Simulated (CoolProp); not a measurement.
Saturation properties of tetrahydrofuran.

The numbers come from the reference Helmholtz-energy equation of state, Fiedler 2023 in CoolProp.

| T (K) | p (kPa) | liquid density (kg/m³) | vapour density (kg/m³) |
|---|---|---|---|
| 410.1 | 646.4 | 746.9 | 15.35 |
| 413.8 | 698.3 | 741.8 | 16.55 |
| 417.4 | 751.7 | 736.7 | 17.79 |
| 421.1 | 809.7 | 731.5 | 19.14 |
| 424.7 | 869.2 | 726.3 | 20.54 |
| 428.4 | 933.8 | 720.9 | 22.06 |
| 432 | 1000.0 | 715.6 | 23.63 |
| 435.7 | 1072 | 710.1 | 25.34 |
| 439.3 | 1145 | 704.6 | 27.10 |
| 443 | 1224 | 698.8 | 29.02 |
| 446.6 | 1305 | 693.1 | 31.00 |

It boils at 339.1 K under 1 atm.
